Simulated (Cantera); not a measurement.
Input: 1 mol Ti(OiPr)4, 170 mol H2, at 10.0 mbar.

Method: chemical equilibrium by Gibbs-energy minimisation in Cantera with the NASA 1993 tables (ideal gas, pure condensed phases). Candidate condensed phases: C, C6H6, C7H8, C8H18, H2O, Ti, TiC, TiO, TiO2, Ti2O3, Ti3O5, Ti4O7; 113 gas species. The feed counts by its element totals alone. TiC: taken at fixed stoichiometry. Condensed phases not in the tables: Magnéli phases beyond Ti4O7. Equilibrium is a limit: real reactors are often held back by kinetics, nucleation or transport.

x: gas mole fraction; n: condensed amount in mol.

```csv
T (K),x H2,x H,x CO,x C2H2 (acetylene),x CH4,n C(graphite),n Ti4O7(s),n TiC(s)
1000,0.987,2.25e-8,0.0120,1.13e-9,0.000930,9.59,0.250,0
1200,0.979,?,0.0213,?,?,6.97,0,1.00
1400,0.979,?,0.0213,?,?,6.99,0,1.00
1600,0.978,0.000538,0.0213,2.69e-5,1.56e-5,6.99,0,1.00
1800,0.975,0.00354,0.0212,0.000171,7.32e-6,6.93,0,1.00
2000,0.962,0.0160,0.0211,0.000739,3.93e-6,6.72,0,1.000
2200,0.923,0.0541,0.0207,0.00236,2.24e-6,6.08,0,1.000
```

Task: Fill in the missing entries.

Result: 
- 1200, x H: 1.95e-6
- 1200, x C2H2 (acetylene): 1.00e-7
- 1200, x CH4: 0.000151
- 1400, x H: 4.81e-5
- 1400, x C2H2 (acetylene): 2.47e-6
- 1400, x CH4: 4.14e-5
